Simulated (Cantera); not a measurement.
Input: 1 mol Si, 0.48 mol O2, 1.3 mol H2, 0.023 mol N2O, held at 1752 °C and 1 atm.

Method: chemical equilibrium by Gibbs-energy minimisation in Cantera with the NASA 1993 tables (ideal gas, pure condensed phases). Candidate condensed phases: H2O, Si, SiO2, Si2N2O, Si3N4; 35 gas species. Each liquid is taken as pure. Mutual solubility and eutectic melting of coexisting phases are not modelled. The tables hold silica as quartz up to 1696 K and as liquid above; real silica turns to tridymite and cristobalite and melts near 1996 K. Gases not in the tables: Si2H6 and higher silanes. The numbers say what is thermodynamically allowed, not how fast it happens.

Base state: H2 0.595, SiO 0.399, N2 0.00420, H 0.00147, H2O 0.000156, SiH2 7.27e-5, Si 5.75e-5, SiH 2.86e-5 (mole fractions); condensed: Si(l) + SiO2(l) + Si2N2O(s).

### Question
What changes in the equilibrium state with this change: 0.32 mol HF added?

### Answer
| species | before | after |
|---|---|---|
| H2 | 0.595 | 0.601 |
| SiO | 0.399 | 0.332 |
| SiF3 | 0 | 0.0186 |
| SiF2 | 0 | 0.0160 |
| HF | 0 | 0.0143 |
| SiF4 | 0 | 0.00622 |
| SiHF3 | 0 | 0.00207 |
| SiH2F2 | 0 | 0.000291 |
| Si(l), mol | 0.0521 | 0 |
| SiO2(l), mol | 0.0490 | 0.0919 |
| Si2N2O(s), mol | 0.0138 | 0.00551 |
The tables' values for SiF3, SiF2, SiF are old estimates; treat these amounts as uncertain.
